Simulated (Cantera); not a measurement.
Ignition delay

Mixture: 6.25 % CH₄, 7.50 % CO, 18.1 % O₂, 68.2 % N₂, equivalence ratio 0.90, at 0.947 atm, adiabatic and at constant volume. Ignition delay is the time to a rise of 400 K.

Model: GRI-Mech 3.0 (53 species, 325 reactions), integrated in Cantera.

```csv
T0 (K),delay (ms)
1225,35.5
1300,11.8
1375,4.32
1450,1.79
1525,0.831
1600,0.432
1675,0.244
1750,0.148
```

The apparent activation energy between 1600 and 1750 K is 170 kJ/mol.
